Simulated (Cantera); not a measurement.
Input: 1 mol toluene, 3.2 mol H2O, 5.3 mol H2, 0.024 mol CO2, held at 0.0133 bar.

Method: chemical equilibrium by Gibbs-energy minimisation in Cantera with the NASA 1993 tables (ideal gas, pure condensed phases). Candidate condensed phases: C, C6H6, C7H8, C8H18, H2O; 110 gas species. Equilibrium is a limit: real reactors are often held back by kinetics, nucleation or transport.

x: gas mole fraction; n: condensed amount in mol.

| T (°C) | x H2 | x CO | x H | x C2H2 (acetylene) | x CH4 | x C2H | n C(graphite) |
|---|---|---|---|---|---|---|---|
| 1252 | 0.794 | 0.206 | 0.000183 | 9.59e-6 | … | 4.84e-12 | 3.78 |
| 1352 | 0.793 | 0.206 | 0.000544 | 2.82e-5 | … | 7.43e-11 | 3.77 |
| 1452 | 0.792 | 0.206 | 0.00143 | 7.30e-5 | … | 8.29e-10 | 3.77 |
| 1552 | 0.791 | 0.206 | 0.00339 | 0.000170 | … | 7.08e-9 | 3.77 |
| 1652 | 0.787 | 0.205 | 0.00734 | 0.000360 | … | 4.83e-8 | 3.76 |
| 1752 | 0.780 | 0.205 | 0.0147 | 0.000706 | … | 2.71e-7 | 3.75 |
| 1852 | 0.768 | 0.203 | 0.0276 | 0.00129 | … | 1.29e-6 | 3.73 |
| 1952 | 0.748 | 0.201 | 0.0485 | 0.00219 | … | 5.28e-6 | 3.70 |
| 2052 | 0.718 | 0.198 | 0.0807 | 0.00351 | … | 1.90e-5 | 3.66 |

Q: What belongs in the gaps?

A: 
- 1252, x CH4: 1.92e-5
- 1352, x CH4: 1.23e-5
- 1452, x CH4: 8.36e-6
- 1552, x CH4: 5.91e-6
- 1652, x CH4: 4.31e-6
- 1752, x CH4: 3.22e-6
- 1852, x CH4: 2.44e-6
- 1952, x CH4: 1.86e-6
- 2052, x CH4: 1.40e-6
